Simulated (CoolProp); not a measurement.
The fluid at 293.15 K and 2.75 MPa (gas) is heated at constant pressure to 310.1 K. The same conditions are run with several fluids, on thermodynamics alone (safety and materials aside).

Values from CoolProp's reference Helmholtz-energy equation of state of each fluid (nitrogen: Span 2000; ethylene: Smukala 2000; CF4 (R14): Platzer 1990; oxygen: Schmidt 1985; C2F6 (R116): Lemmon 2006). The equations of Platzer and Polt are older, rougher fits.

Q: Rank nitrogen, ethylene, CF4 (R14), oxygen, C2F6 (R116) by heat (kJ/kg), highest first.

A: ethylene (33.2), C2F6 (R116) (21.7), nitrogen (18.4), oxygen (16.3), CF4 (R14) (13.1)

| fluid | final density (kg/m³) |
|---|---|
| nitrogen | 29.9 |
| ethylene | 35.2 |
| CF4 (R14) | 103 |
| oxygen | 34.6 |
| C2F6 (R116) | 214 |

Above 300 K oxygen's equation is extrapolated.
